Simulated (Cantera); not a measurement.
A freely propagating, adiabatic, planar premixed flame of H2 : O2 : N2 = 1 : 0.357 : 0.929 (molar parts), equivalence ratio 1.4, unburnt at 300 K and 120 Torr; mixture-averaged transport, grid criteria slope 0.08 and curve 0.16, no radiation.

Model: the H2/O2 subset of GRI-Mech 3.0, which has no nitrogen chemistry, integrated in Cantera. Burning velocities carry a grid error of a few per cent, more on coarse grids.

x: mole fraction of selected species; z is measured from the peak of heat release.

```csv
z (mm),T (K),u (m/s),x H2,x O2,x H,x O,x OH,x H2O2
-11.1,300,3.23,0.437,0.156,<1e-8,<1e-8,<1e-8,<1e-8
-7.38,300,3.23,0.437,0.156,<1e-8,<1e-8,<1e-8,<1e-8
-5.53,300,3.23,0.437,0.156,<1e-8,<1e-8,<1e-8,<1e-8
-3.69,300,3.23,0.437,0.156,<1e-8,<1e-8,<1e-8,<1e-8
-1.84,302,3.24,0.437,0.156,8.61e-7,1.67e-7,1.43e-6,___
-0.922,556,5.83,0.405,0.152,0.00787,0.000137,0.00107,___
0,1083,10.9,0.249,0.101,0.0788,0.00626,0.00281,7.44e-7
0.922,1392,13.9,0.122,0.0245,0.128,0.0106,0.00775,7.84e-7
1.84,1513,15.0,0.110,0.0132,0.124,0.00996,0.0100,___
3.69,1646,16.2,0.116,0.0109,0.108,0.00942,0.0124,___
7.38,1799,17.5,0.124,0.00903,0.0903,0.00827,0.0146,___
14.8,1962,18.8,0.130,0.00690,0.0718,0.00657,0.0161,___
29.5,2123,20.1,0.134,0.00479,0.0545,0.00466,0.0162,___
```

Problem. Complete the blanks.

Solution. 
- -1.84, x H2O2: 4.83e-7
- -0.922, x H2O2: 6.04e-5
- 1.84, x H2O2: 6.30e-7
- 3.69, x H2O2: 4.13e-7
- 7.38, x H2O2: 2.24e-7
- 14.8, x H2O2: 1.15e-7
- 29.5, x H2O2: 6.29e-8
